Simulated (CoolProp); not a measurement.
A simple Rankine cycle with R141b: condensing at 315.15 K, boiler at 0.874 MPa, turbine inlet 499 K, turbine efficiency 0.7, pump efficiency 0.6, no recuperator. Each further row changes one setting.

Values from CoolProp's reference Helmholtz-energy equation of state, Lemmon 2006. It is a short technical equation, of lower accuracy than the large ones.

| case | thermal efficiency (%) | net work (kJ/kg) | heat in (kJ/kg) | turbine exit temperature (K) | volume ratio over the turbine |
|---|---|---|---|---|---|
| as stated | ___ | 39.6 | 378 | 451.1 | ___ |
| condensing temperature 307.15 K | ___ | 45.2 | ___ | 444.8 | ___ |
| boiler pressure 0.612 MPa | 8.6 | 32.8 | 381 | 461.0 | ___ |
| turbine efficiency 0.6 | ___ | 33.8 | 378 | 457.2 | 5.93 |

Problem. Complete the blanks.

Solution. 
- as stated, thermal efficiency (%): 10.5
- as stated, volume ratio over the turbine: 5.85
- condensing temperature 307.15 K, thermal efficiency (%): 11.7
- condensing temperature 307.15 K, heat in (kJ/kg): 388
- condensing temperature 307.15 K, volume ratio over the turbine: 7.57
- boiler pressure 0.612 MPa, volume ratio over the turbine: 4.11
- turbine efficiency 0.6, thermal efficiency (%): 8.9
